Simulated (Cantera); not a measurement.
## Thermodynamics of aluminium nitride and oxide growth, feed Al + N2O + H2

Input: 1 mol Al, 15 mol N2O, a varied amount of H2, equilibrated at 2023 K and 1.00 Torr.

Equilibrium computed with Cantera from the NASA thermochemical tables; the gas is ideal and each condensed phase is pure. Candidate condensed phases: Al, AlN, Al2O3, H2O; 35 gas species. The numbers say what is thermodynamically allowed, not how fast it happens.

From 22 mol H2 to 280 mol H2 the condensed part is Al2O3(s).

| n(H2) (mol) | log p H2 | log p N2 | log p H2O | log p H | n Al2O3(s) |
|---|---|---|---|---|---|
| 22 | -3.54 | -3.27 | -3.33 | -4.49 | 0.500 |
| 34 | -3.28 | -3.40 | -3.45 | -4.36 | 0.500 |
| 52 | -3.14 | -3.53 | -3.58 | -4.29 | 0.500 |
| 79 | -3.05 | -3.68 | -3.73 | -4.25 | 0.500 |
| 120 | -3.00 | -3.84 | -3.89 | -4.22 | 0.499 |
| 180 | -2.97 | -4.00 | -4.05 | -4.20 | 0.499 |
| 280 | -2.94 | -4.18 | -4.23 | -4.19 | 0.497 |
log p: log10 of the partial pressure in bar; n: condensed amount in mol.
